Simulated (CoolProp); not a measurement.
Vapour-liquid equilibrium of carbon dioxide (1) + dimethyl ether (2) at 278.4 K; x and y are mole fractions of (1).

Values from CoolProp's multi-fluid Helmholtz-energy mixture model, Span 1996 and Wu 2011; pair parameters Bell 2016.

```json
[
 {"x": "0.05", "bubble pressure, mixture model (bar)": "4.313", "bubble pressure, Raoult's law (bar)": "5.031", "y, mixture model": "0.278", "y, Raoult's law": "0.397"},
 {"x": "0.15", "bubble pressure, mixture model (bar)": "6.766", "bubble pressure, Raoult's law (bar)": "8.706", "y, mixture model": "0.568", "y, Raoult's law": "0.688"},
 {"x": "0.25", "bubble pressure, mixture model (bar)": "9.507", "bubble pressure, Raoult's law (bar)": "12.38", "y, mixture model": "0.715", "y, Raoult's law": "0.807"},
 {"x": "0.35", "bubble pressure, mixture model (bar)": "12.55", "bubble pressure, Raoult's law (bar)": "16.06", "y, mixture model": "0.803", "y, Raoult's law": "0.871"},
 {"x": "0.45", "bubble pressure, mixture model (bar)": "15.89", "bubble pressure, Raoult's law (bar)": "19.73", "y, mixture model": "0.861", "y, Raoult's law": "0.911"},
 {"x": "0.55", "bubble pressure, mixture model (bar)": "19.54", "bubble pressure, Raoult's law (bar)": "23.41", "y, mixture model": "0.902", "y, Raoult's law": "0.939"},
 {"x": "0.65", "bubble pressure, mixture model (bar)": "23.48", "bubble pressure, Raoult's law (bar)": "27.08", "y, mixture model": "0.932", "y, Raoult's law": "0.959"},
 {"x": "0.75", "bubble pressure, mixture model (bar)": "27.71", "bubble pressure, Raoult's law (bar)": "30.76", "y, mixture model": "0.955", "y, Raoult's law": "0.974"},
 {"x": "0.85", "bubble pressure, mixture model (bar)": "32.25", "bubble pressure, Raoult's law (bar)": "34.44", "y, mixture model": "0.974", "y, Raoult's law": "0.986"},
 {"x": "0.95", "bubble pressure, mixture model (bar)": "37.21", "bubble pressure, Raoult's law (bar)": "38.11", "y, mixture model": "0.991", "y, Raoult's law": "0.996"}
]
```

The largest gap from Raoult's law is -23.2 % in bubble pressure, at x = 0.25. No azeotrope shows between x = 0.05 and 0.95.

The pair parameters rest on a limited set of measurements; away from them the model extrapolates.
